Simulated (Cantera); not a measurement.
Input: 1 mol B2H6, 0.073 mol H2O, held at 975 K and 620 Pa.

Equilibrium computed with Cantera from the NASA thermochemical tables; the gas is ideal and each condensed phase is pure. Candidate condensed phases: B, B2O3, B3O3H3, H2O; 23 gas species. The feed counts by its element totals alone. Kinetics and transport are ignored.

Base state: H2 1.000, B3O3H3 0.000465 (mole fractions); condensed: B(s) + B2O3(l).

### Question
What changes in the equilibrium state with this change: temperature from 975 K to 2050 K?

### Answer
```json
[
 {"species": "H2", "before": "1.000", "after": "0.949"},
 {"species": "H", "before": "1.45e-8", "after": "0.0281"},
 {"species": "HBO", "before": "6.07e-6", "after": "0.0154"},
 {"species": "BO", "before": "<1e-9", "after": "0.00630"},
 {"species": "B3O3H3", "before": "0.000465", "after": "<1e-9"},
 {"species": "BH2", "before": "2.18e-9", "after": "0.000588"},
 {"species": "B2O2", "before": "2.55e-9", "after": "0.000632"},
 {"species": "B2O", "before": "<1e-9", "after": "0.000105"},
 {"species": "B(s), mol", "before": "1.95", "after": "1.92"},
 {"species": "B2O3(l), mol", "before": "0.0229", "after": "0"}
]
```
The tables' values for BH2 are old estimates; treat these amounts as uncertain.
